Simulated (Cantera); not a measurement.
Cantera run:

```python
import numpy as np
import cantera as ct

gas_names = """
    CL CL2 H HCL H2 Si SiCL SiCL2 SiCL3 SiCL4 SiH SiHCL3 SiH2 SiH2CL2 SiH3 SiH3CL SiH4 Si2 Si3
""".split()
cond_names = """
    Si(cr) Si(L)
""".split()


# ... load() reads the species with a 1 bar reference pressure and builds the phases ...
atoms = {
    'Si': {'Si': 1},
    'Cl2': {'CL': 2},
    'H2': {'H': 2},
}
top_T = {}  # K; cautious upper limits of use, not melting points


# ... equilibrate(T, P, feed) seeds the gas with the atoms and calls Mixture.equilibrate('TP', solver="vcs", rtol=1e-11, max_steps=5000) ...
results = []
T = 673  # K
P = 260  # Pa
for m in [0.95, 1.4, 1.9, 2.4, 2.9, 3.4, 3.9, 4.4, 4.9]:
    feed = {'Si': 1, 'Cl2': m, 'H2': 0.27}  # mol
    mix = equilibrate(T, P, feed)
    results.append((T, P, feed, dict(zip(mix.species_names, mix.species_moles))))

top = {s: max(r[3][s] / sum(r[3][g] for g in gas_names) for r in results) for s in gas_names}
cols = sorted((s for s in top if top[s] > 0.001), key=lambda s: -top[s])[:7]
seen = [c for c in cond_names if any(r[3].get(c, 0) > 1e-12 for r in results)]
print("log10 of partial pressures in bar; condensed amounts in mol")
print(f"{'n(Cl2)':>10s}" + "".join(f"{s[:9]:>10s}" for s in cols + seen))
for T, P, feed, n in results:
    ng = sum(n[g] for g in gas_names)
    print(f"{feed['Cl2']:10.4g}" + "".join(f"{np.log10(max(n[s] / ng * P / 1e5, 1e-99)):10.3f}" for s in cols)
          + "".join(f"{n.get(c, 0):10.4g}" for c in seen))
```

Output:

```
log10 of partial pressures in bar; condensed amounts in mol
    n(Cl2)     SiCL4       CL2        H2       HCL    SiHCL3    Si(cr)
      0.95    -2.795   -23.642    -3.044    -5.695    -4.042    0.5186
       1.4    -2.739   -23.614    -3.164    -5.741    -4.060    0.2921
       1.9    -2.704   -23.596    -3.269    -5.785    -4.086   0.04059
       2.4    -2.808    -3.694   -17.753    -3.075   -21.383         0
       2.9    -2.921    -3.122   -18.552    -3.189   -22.182         0
       3.4    -3.012    -2.958   -18.895    -3.279   -22.526         0
       3.9    -3.086    -2.874   -19.129    -3.354   -22.760         0
       4.4    -3.150    -2.821   -19.309    -3.417   -22.940         0
       4.9    -3.205    -2.785   -19.456    -3.473   -23.087         0
```

Equilibrium computed with Cantera from the NASA thermochemical tables; the gas is ideal and each condensed phase is pure. The tables' values for SiCl3 are old estimates; treat these amounts as uncertain.
